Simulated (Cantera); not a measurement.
# SrCl2 + O2 + H2 + HCl (halide evaporation, hydrolysis and transport)

Charge: 1 mol SrCl2, a varied amount of O2, 15 mol H2, 3.3 mol HCl, equilibrated at 1823 K and 12.0 Pa.

Equilibrium computed with Cantera from the NASA thermochemical tables; the gas is ideal and each condensed phase is pure. Candidate condensed phases: H2O, Sr, SrCl2, SrO, Sr(OH)2; 20 gas species. Equilibrium is a limit: real reactors are often held back by kinetics, nucleation or transport.

```
n(O2) (mol)   x H2   x H2O  x HCl  x SrCl2     x H     x Cl      x OH    x SrCl
-----------  -----  ------  -----  -------  ------  -------  --------  --------
0.4          0.707  0.0405  0.162   0.0501  0.0333  0.00583  0.000133  0.000593
0.48         0.699  0.0486  0.162   0.0502  0.0331  0.00586  0.000160  0.000590
0.57         0.690  0.0577  0.162   0.0502  0.0329  0.00590  0.000191  0.000586
0.69         0.678  0.0698  0.162   0.0502  0.0326  0.00595  0.000233  0.000581
0.82         0.665  0.0830  0.162   0.0502  0.0323  0.00600  0.000280  0.000576
0.99         0.648   0.100  0.162   0.0502  0.0318  0.00608  0.000343  0.000569
1.2          0.628   0.122  0.162   0.0502  0.0313  0.00618  0.000422  0.000560
1.4          0.608   0.142  0.162   0.0502  0.0308  0.00627  0.000501  0.000552
1.7          0.578   0.172  0.162   0.0503  0.0301  0.00643  0.000623  0.000539
2.1          0.538   0.213  0.162   0.0503  0.0290  0.00665  0.000798  0.000521
2.5          0.498   0.253  0.162   0.0503  0.0279  0.00690  0.000987  0.000502
3            0.449   0.304  0.161   0.0504  0.0265  0.00726   0.00125  0.000478
```
x: gas mole fraction; nothing condenses.

From 0.4 mol O2 to 3 mol O2 nothing is condensed. The main Sr-bearing gas is SrCl2 throughout.
